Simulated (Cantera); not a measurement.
What does this Cantera script print?

```python
import numpy as np
import cantera as ct

gas_names = """
    C CO CO2 C2 C2O C3 C3O2 C4 C5 O O2 O3 Ta TaO TaO2
""".split()
cond_names = """
    C(gr) Ta(cr) Ta(L) TaC(s) TaC(L) Ta2O5(s) Ta2O5(L)
""".split()


# ... load() reads the species with a 1 bar reference pressure and builds the phases ...
atoms = {
    'Ta2O5': {'Ta': 2, 'O': 5},
    'C': {'C': 1},
    'CO': {'C': 1, 'O': 1},
}
top_T = {'C(gr)': 4500}  # K; cautious upper limits of use, not melting points


# ... equilibrate(T, P, feed) seeds the gas with the atoms and calls Mixture.equilibrate('TP', solver="vcs", rtol=1e-11, max_steps=5000) ...
results = []
feed = {'Ta2O5': 1, 'C': 0.62, 'CO': 2.1}  # mol
T = 923.15  # K
P = 69  # Pa
mix = equilibrate(T, P, feed)
results.append((T, P, feed, dict(zip(mix.species_names, mix.species_moles))))
print(gas.report(threshold=0.001))
for i in range(1, mix.n_phases):
    print(f"{mix.phase(i).name:16s} {mix.phase_moles(i):12.5e} mol")
```

It prints:

```
       temperature   923.15 K
          pressure   69 Pa
           density   0.00025211 kg/m^3
  mean mol. weight   28.045 kg/kmol
   phase of matter   gas

                          1 kg             1 kmol
                     ---------------   ---------------
          enthalpy       -3.2792e+06       -9.1962e+07  J
   internal energy       -3.5528e+06       -9.9638e+07  J
           entropy             10434        2.9263e+05  J/K
    Gibbs function       -1.2912e+07        -3.621e+08  J
 heat capacity c_p            1169.5             32798  J/K
 heat capacity c_v            873.02             24483  J/K

                      mass frac. Y      mole frac. X     chem. pot. / RT
                     ---------------   ---------------   ---------------
                CO           0.99661           0.99784           -47.078
               CO2         0.0033889         0.0021595           -92.743
     [  +13 minor]        4.4742e-17        1.8444e-17

C(gr)             6.24525e-01 mol
Ta(cr)            0.00000e+00 mol
TaC(s)            0.00000e+00 mol
Ta2O5(s)          1.00000e+00 mol
```

Cantera equilibrium calculation (NASA polynomials, part measured and part estimated; ideal gas, pure solids and liquids).
